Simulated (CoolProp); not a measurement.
Aqueous sodium chloride as a coolant, at 40 °C, 1 atm.

Computed with CoolProp (Melinder's fits for secondary coolants).

```tsv
mass %	freezing point (°C)	cp (kJ/(kg K))	Prandtl number	viscosity (mPa s)	density (kg/m³)
5.5	-3.4	3.927	4.60	0.732	1030
8.2	-5.2	3.816	4.75	0.774	1049
10.9	-7.3	?	4.92	0.820	1069
13.6	-9.6	3.616	5.12	0.873	1089
16.2	-12.1	3.532	?	0.934	1108
18.9	?	?	5.71	1.01	1129
21.6	-18.5	3.384	6.17	1.11	?
```

### Question
Fill in the missing entries.

### Answer

- 10.9, cp (kJ/(kg K)): 3.712
- 16.2, Prandtl number: 5.37
- 18.9, freezing point (°C): -15.1
- 18.9, cp (kJ/(kg K)): 3.453
- 21.6, density (kg/m³): 1150
